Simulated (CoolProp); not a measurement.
Saturation properties of R1234ze(E) (Tc = 109.4 °C, pc = 36.35 bar, ω = 0.313).

The numbers come from the reference Helmholtz-energy equation of state, Thol 2016 in CoolProp.

| T (°C) | p (bar) | liquid density (kg/m³) | vapour density (kg/m³) | surface tension (mN/m) | vapour viscosity (µPa s) |
|---|---|---|---|---|---|
| -35.85 | 0.4566 | 1339 | 2.702 | 19.3 | 9.77 |
| -26.15 | 0.7334 | 1313 | 4.212 | 17.3 | ___ |
| -16.45 | 1.129 | 1287 | 6.320 | ___ | 10.6 |
| -6.75 | 1.677 | 1260 | ___ | 13.7 | 11.0 |
| 2.95 | 2.411 | 1231 | 12.98 | 12.2 | 11.4 |
| 12.65 | ___ | 1202 | ___ | 10.7 | 11.9 |
| 22.35 | 4.598 | 1172 | ___ | ___ | 12.3 |
| 32.05 | 6.137 | 1139 | 32.40 | 7.97 | 12.8 |
| 41.75 | 8.036 | 1105 | ___ | 6.70 | 13.3 |

### Question
What belongs in the gaps?

### Answer

- -26.15, vapour viscosity (µPa s): 10.2
- -16.45, surface tension (mN/m): 15.4
- -6.75, vapour density (kg/m³): 9.182
- 12.65, p (bar): 3.370
- 12.65, vapour density (kg/m³): 17.93
- 22.35, vapour density (kg/m³): 24.29
- 22.35, surface tension (mN/m): 9.29
- 41.75, vapour density (kg/m³): 42.67

It boils at -19.0 °C under 1 atm.

Viscosity comes from a separate model (Bell 2016), an estimate that may be off by 10 % or more. Surface tension comes from a separate correlation (Mulero 2014).
